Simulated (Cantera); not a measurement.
Charge: 1 mol FeS, 17 mol H₂, 2.6 mol N₂, equilibrated at 28.5 Torr.

These are equilibrium values from Cantera (NASA tables, ideal gas, pure condensed phases), not measurements of a reactor. Candidate condensed phases: Fe, FeS, FeS₂, S; 16 gas species. Metal and sulfide melt together well below either melting point, which pure phases cannot show. Mutual solubility and eutectic melting of coexisting phases are not modelled. FeS: taken at fixed stoichiometry. Gases not in the tables: S₃ to S₇. Rates play no part.

Q: Which condensed phases are stable at each of these points (T (K)): 900, 1000, 1100, 1200, 1300, 1400, 1500, 1600, 1700, 1800, 1900, 2000, 2100?

A: 
```json
[
 {"T (K)": "900", "condensed phases": "Fe(α) + FeS(s)", "Fe condensed (%)": "100.0"},
 {"T (K)": "1000", "condensed phases": "Fe(α) + FeS(s)", "Fe condensed (%)": "100.0"},
 {"T (K)": "1100", "condensed phases": "Fe(α) + FeS(s)", "Fe condensed (%)": "100.0"},
 {"T (K)": "1200", "condensed phases": "Fe(γ) + FeS(s)", "Fe condensed (%)": "100.0"},
 {"T (K)": "1300", "condensed phases": "Fe(γ) + FeS(s)", "Fe condensed (%)": "100.0"},
 {"T (K)": "1400", "condensed phases": "Fe(γ) + FeS(s)", "Fe condensed (%)": "100.0"},
 {"T (K)": "1500", "condensed phases": "Fe(γ) + FeS(l)", "Fe condensed (%)": "100.0"},
 {"T (K)": "1600", "condensed phases": "Fe(γ) + FeS(l)", "Fe condensed (%)": "99.9"},
 {"T (K)": "1700", "condensed phases": "Fe(δ) + FeS(l)", "Fe condensed (%)": "99.7"},
 {"T (K)": "1800", "condensed phases": "Fe(δ) + FeS(l)", "Fe condensed (%)": "98.5"},
 {"T (K)": "1900", "condensed phases": "Fe(l)", "Fe condensed (%)": "94.1"},
 {"T (K)": "2000", "condensed phases": "Fe(l)", "Fe condensed (%)": "80.5"},
 {"T (K)": "2100", "condensed phases": "Fe(l)", "Fe condensed (%)": "42.1"}
]
```

From 900 K to 1100 K the condensed part is Fe(α) + FeS(s). From 1200 K to 1400 K the condensed part is Fe(γ) + FeS(s). From 1500 K to 1600 K the condensed part is Fe(γ) + FeS(l). From 1700 K to 1800 K the condensed part is Fe(δ) + FeS(l). From 1900 K to 2100 K the condensed part is Fe(l).
